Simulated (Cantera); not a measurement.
Cantera run, input and output.

```python
import numpy as np
import cantera as ct

gas = ct.Solution("h2o2.yaml")
gas.TPX = 1025, 1100, {'H2': 0.0017, 'O2': 1}
reactor = ct.IdealGasConstPressureReactor(gas, energy="off", clone=False)
net = ct.ReactorNet([reactor])
net.rtol, net.atol = 1e-08, 1e-18
show = ['H2', 'O2', 'HO2', 'H2O2', 'H', 'OH', 'O']
times = np.geomspace(0.0001, 2, 12)

steps = ct.SolutionArray(gas, extra=["t"])
rows = []
print(f"{'t/s':>10s}{'T/K':>9s}{'P/Pa':>11s}" + "".join(f"{s:>11s}" for s in show))
for t in times:
    while net.time < t:
        t_next = net.step()
        steps.append(gas.state, t=t_next)
    rows.append([np.interp(t, steps.t, y) for y in (steps.T, steps.P, *steps(*show).X.T)])
    print(f"{t:10.3e}{rows[-1][0]:9.1f}{rows[-1][1]:11.4g}" + "".join(f"{x:11.3e}" for x in rows[-1][2:]))
rate = np.gradient(steps.T, steps.t)
print("integrator steps:", len(steps.t))
if steps.T.max() > steps.T[0] + 200:
    print(f"time of steepest temperature rise: {steps.t[rate.argmax()]:.4e} s")
gas.TPX = 1025, 1100, {'H2': 0.0017, 'O2': 1}
gas.equilibrate("TP")
print(f"equilibrium (TP): T = {gas.T:.1f} K  " + "  ".join(f"{s} {gas[s].X[0]:.3e}" for s in show))
```

Result:

```
       t/s      T/K       P/Pa         H2         O2        HO2       H2O2          H         OH          O
 1.000e-04   1025.0       1100  1.697e-03  9.983e-01  2.649e-12  2.567e-18  1.853e-12  7.858e-13  7.915e-13
 2.460e-04   1025.0       1100  1.697e-03  9.983e-01  6.532e-12  1.554e-17  3.001e-12  3.506e-12  3.573e-12
 6.053e-04   1025.0       1100  1.697e-03  9.983e-01  1.611e-11  9.418e-17  3.851e-12  1.238e-11  1.301e-11
 1.489e-03   1025.0       1100  1.697e-03  9.983e-01  3.972e-11  5.718e-16  5.038e-12  3.681e-11  4.160e-11
 3.664e-03   1025.0       1100  1.697e-03  9.983e-01  9.813e-11  3.462e-15  8.618e-12  1.100e-10  1.427e-10
 9.016e-03   1025.0       1100  1.697e-03  9.983e-01  2.449e-10  2.105e-14  2.512e-11  4.369e-10  6.764e-10
 2.218e-02   1025.0       1100  1.697e-03  9.983e-01  6.772e-10  1.328e-13  2.557e-10  4.948e-09  8.484e-09
 5.458e-02   1025.0       1100  1.694e-03  9.983e-01  2.532e-08  4.498e-12  6.601e-08  1.282e-06  2.226e-06
 1.343e-01   1025.0       1100  5.662e-05  9.970e-01  5.931e-07  1.178e-08  3.582e-05  1.399e-04  1.237e-03
 3.304e-01   1025.0       1100  1.163e-06  9.973e-01  2.741e-07  2.701e-09  1.129e-05  5.911e-05  9.363e-04
 8.129e-01   1025.0       1100  6.105e-07  9.978e-01  1.992e-07  2.591e-09  4.430e-06  4.327e-05  5.019e-04
 2.000e+00   1025.0       1100  2.170e-07  9.981e-01  1.163e-07  2.318e-09  9.727e-07  2.614e-05  1.825e-04
integrator steps: 862
equilibrium (TP): T = 1025.0 K  H2 2.951e-12  O2 9.983e-01  HO2 1.869e-10  H2O2 6.850e-13  H 7.183e-14  OH 1.104e-07  O 3.164e-09
```

Detailed kinetics in Cantera: the H2/O2 subset of GRI-Mech 3.0, which has no nitrogen chemistry. Radical loss at walls, strong at low pressure, is not modelled.
